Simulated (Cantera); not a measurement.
A closed system holds: 1 mol SiO2, 2.2 mol Al2O3, a varied amount of H2, equilibrated at 1023.15 K and 10.0 Torr.

Points: n(H2) (mol) = 0.16, 0.24, 0.33, 0.41, 0.5, 0.59, 0.67.

Cantera's Mixture.equilibrate('TP', solver="vcs", rtol=1e-11, max_steps=5000) on the NASA tables stopped like this:

```
*******************************************************************************
CanteraError thrown by VCS_SOLVE::solve_tp_inner:
vcs_solve_TP: ERROR on step change wt[32:AL(L)]: -2.7755575615628914e-17 < 0.0
*******************************************************************************
```

Problem. What got this run through?

Solution. One answer among several that fit: The failure is numerical, not chemical. The same input converged with solver="gibbs", rtol=1e-10, max_steps=50000, and the result passed a check of the equilibrium conditions:
```
log10 of partial pressures in bar; condensed amounts in mol
     n(H2)        H2  AL2O3(a) AL2SiO5(a
      0.16    -1.875       1.2         1
      0.24    -1.875       1.2         1
      0.33    -1.875       1.2         1
      0.41    -1.875       1.2         1
       0.5    -1.875       1.2         1
      0.59    -1.875       1.2         1
      0.67    -1.875       1.2         1
```

The gas is ideal and each condensed phase is pure. Mutual solubility and eutectic melting of coexisting phases are not modelled. Condensed phases not in the tables: alloys, solid solutions and most ternary compounds.
